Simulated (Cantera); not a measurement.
A Cantera script and its output.

```python
import numpy as np
import cantera as ct

gas = ct.Solution("h2o2.yaml")
gas.TPX = 1100, 340, {'H2': 0.11, 'O2': 1, 'N2': 1.8}
reactor = ct.IdealGasConstPressureReactor(gas, energy="off", clone=False)
net = ct.ReactorNet([reactor])
net.rtol, net.atol = 1e-08, 1e-18
show = ['H2', 'O2', 'H', 'HO2', 'H2O2']
times = np.geomspace(5e-05, 70, 12)

steps = ct.SolutionArray(gas, extra=["t"])
rows = []
print(f"{'t/s':>10s}{'T/K':>9s}{'P/Pa':>11s}" + "".join(f"{s:>11s}" for s in show))
for t in times:
    while net.time < t:
        t_next = net.step()
        steps.append(gas.state, t=t_next)
    rows.append([np.interp(t, steps.t, y) for y in (steps.T, steps.P, *steps(*show).X.T)])
    print(f"{t:10.3e}{rows[-1][0]:9.1f}{rows[-1][1]:11.4g}" + "".join(f"{x:11.3e}" for x in rows[-1][2:]))
rate = np.gradient(steps.T, steps.t)
print("integrator steps:", len(steps.t))
if steps.T.max() > steps.T[0] + 200:
    print(f"time of steepest temperature rise: {steps.t[rate.argmax()]:.4e} s")
gas.TPX = 1100, 340, {'H2': 0.11, 'O2': 1, 'N2': 1.8}
gas.equilibrate("TP")
print(f"equilibrium (TP): T = {gas.T:.1f} K  " + "  ".join(f"{s} {gas[s].X[0]:.3e}" for s in show))
```

Result:

```
       t/s      T/K       P/Pa         H2         O2          H        HO2       H2O2
 5.000e-05   1100.0        340  3.780e-02  3.436e-01  1.870e-11  1.928e-11  1.462e-16
 1.810e-04   1100.0        340  3.780e-02  3.436e-01  6.352e-11  6.979e-11  1.914e-15
 6.553e-04   1100.0        340  3.780e-02  3.436e-01  2.093e-10  2.527e-10  2.506e-14
 2.372e-03   1100.0        340  3.780e-02  3.436e-01  1.111e-09  9.163e-10  3.280e-13
 8.589e-03   1100.0        340  3.780e-02  3.436e-01  8.917e-08  3.560e-09  4.365e-12
 3.109e-02   1100.0        340  6.751e-03  3.247e-01  1.194e-02  5.581e-07  3.261e-08
 1.126e-01   1100.0        340  9.291e-04  3.194e-01  9.525e-03  5.188e-07  1.106e-08
 4.075e-01   1100.0        340  6.855e-04  3.229e-01  5.635e-03  5.046e-07  1.254e-08
 1.475e+00   1100.0        340  2.432e-04  3.282e-01  1.098e-03  4.103e-07  1.474e-08
 5.341e+00   1100.0        340  2.763e-05  3.306e-01  4.102e-05  1.722e-07  1.125e-08
 1.934e+01   1100.0        340  2.308e-06  3.309e-01  9.988e-07  3.237e-08  4.078e-09
 7.000e+01   1100.0        340  2.775e-07  3.310e-01  4.212e-08  5.299e-09  1.058e-09
integrator steps: 1799
equilibrium (TP): T = 1100.0 K  H2 1.523e-09  O2 3.310e-01  H 1.742e-11  HO2 8.407e-10  H2O2 1.168e-11
```

Cantera simulation using the H2/O2 subset of GRI-Mech 3.0, which has no nitrogen chemistry; the numbers are that mechanism's predictions, not measurements. Radical loss at walls, strong at low pressure, is not modelled. The temperature is held fixed by assumption; the heat of reaction is taken as removed at once.
